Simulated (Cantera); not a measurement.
Feed: 1 mol SiHCl3, 5 mol HCl, 100 mol H2, equilibrated at 1348.15 K and 165 Torr.

Equilibrium computed with Cantera from the NASA thermochemical tables; the gas is ideal and each condensed phase is pure. Candidate condensed phases: Si; 19 gas species. The tables' values for SiCl3 are old estimates; treat these amounts as uncertain. Equilibrium is a limit: real reactors are often held back by kinetics, nucleation or transport.

Base state: H2 0.939, HCl 0.0520, SiCl2 0.00597, SiCl3 0.00112, SiHCl3 0.00107, SiCl4 0.00105, SiH2Cl2 0.000160 (mole fractions); condensed: gas only.

Q: What changes in the equilibrium state with this change: SiHCl3 replaced by Si3H8?

A: 
```json
[
 {"species": "H2", "before": "0.939", "after": "0.960"},
 {"species": "HCl", "before": "0.0520", "after": "0.0349"},
 {"species": "SiCl2", "before": "0.00597", "after": "0.00356"},
 {"species": "SiCl4", "before": "0.00105", "after": "0.000275"},
 {"species": "SiCl3", "before": "0.00112", "after": "0.000441"},
 {"species": "SiHCl3", "before": "0.00107", "after": "0.000429"},
 {"species": "SiH2Cl2", "before": "0.000160", "after": "9.77e-5"},
 {"species": "Si(s), mol", "before": "0", "after": "2.48"}
]
```
The feed counts by its element totals alone.
